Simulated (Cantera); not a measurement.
What does this Cantera script print?

```python
import numpy as np
import cantera as ct

gas_names = """
    H H2 Si SiH SiH2 SiH3 SiH4 Si2 Si3
""".split()
cond_names = """
    Si(cr) Si(L)
""".split()


# ... load() reads the species with a 1 bar reference pressure and builds the phases ...
atoms = {
    'Si': {'Si': 1},
    'H2': {'H': 2},
}
top_T = {}  # K; cautious upper limits of use, not melting points


# ... equilibrate(T, P, feed) seeds the gas with the atoms and calls Mixture.equilibrate('TP', solver="vcs", rtol=1e-11, max_steps=5000) ...
results = []
feed = {'Si': 1, 'H2': 3.2}  # mol
P = 100000  # Pa
for T in [1248, 1323, 1398, 1473, 1548, 1623, 1698, 1773]:
    mix = equilibrate(T, P, feed)
    results.append((T, P, feed, dict(zip(mix.species_names, mix.species_moles))))

top = {s: max(r[3][s] / sum(r[3][g] for g in gas_names) for r in results) for s in gas_names}
cols = sorted((s for s in top if top[s] > 1e-05), key=lambda s: -top[s])[:8]
seen = [c for c in cond_names if any(r[3].get(c, 0) > 1e-12 for r in results)]
print("log10 of partial pressures in bar; condensed amounts in mol")
print(f"{'T/K':>10s}" + "".join(f"{s[:9]:>10s}" for s in cols + seen))
for T, P, feed, n in results:
    ng = sum(n[g] for g in gas_names)
    print(f"{T:10.4g}" + "".join(f"{np.log10(max(n[s] / ng * P / 1e5, 1e-99)):10.3f}" for s in cols)
          + "".join(f"{n.get(c, 0):10.4g}" for c in seen))
```

Result:

```
log10 of partial pressures in bar; condensed amounts in mol
       T/K        H2         H      SiH2    Si(cr)     Si(L)
      1248    -0.000    -6.331    -7.521         1         0
      1323    -0.000    -5.800    -6.948         1         0
      1398    -0.000    -5.325    -6.437         1         0
      1473    -0.000    -4.898    -5.978         1         0
      1548    -0.000    -4.512    -5.564         1         0
      1623    -0.000    -4.160    -5.189         1         0
      1698    -0.000    -3.840    -4.855         0    0.9999
      1773    -0.000    -3.546    -4.608         0    0.9999
```

Method: chemical equilibrium by Gibbs-energy minimisation in Cantera with the NASA 1993 tables (ideal gas, pure condensed phases). Gases not in the tables: Si2H6 and higher silanes.
